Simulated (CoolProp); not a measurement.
A single-stage vapour-compression cycle with n-butane: evaporating at 242.15 K (dew point), condensing at 280.15 K (bubble point), superheat 0 K, subcooling 8 K, compressor efficiency 0.8, no pressure losses. Each further row changes one setting.

Model: reference Helmholtz-energy equation of state, Bücker 2006, in CoolProp.

```csv
case,cooling COP,pressure ratio,discharge temperature (K),refrigerating effect (kJ/kg),volumetric capacity (kJ/m³)
as stated,4.71,4.97,291.5,344,271
evaporating temperature 247.15 K,5.63,3.90,289.3,?,?
condensing temperature 275.15 K,?,?,?,355,280
subcooling 13 K,?,4.97,291.5,355,280
superheat 10 K,4.71,4.97,302.0,359,271
compressor efficiency 0.7,4.12,4.97,?,344,271
```

### Question
What belongs in the gaps?

### Answer

- evaporating temperature 247.15 K, refrigerating effect (kJ/kg): 351
- evaporating temperature 247.15 K, volumetric capacity (kJ/m³): 346
- condensing temperature 275.15 K, cooling COP: 5.53
- condensing temperature 275.15 K, pressure ratio: 4.15
- condensing temperature 275.15 K, discharge temperature (K): 285.8
- subcooling 13 K, cooling COP: 4.87
- compressor efficiency 0.7, discharge temperature (K): 297.6
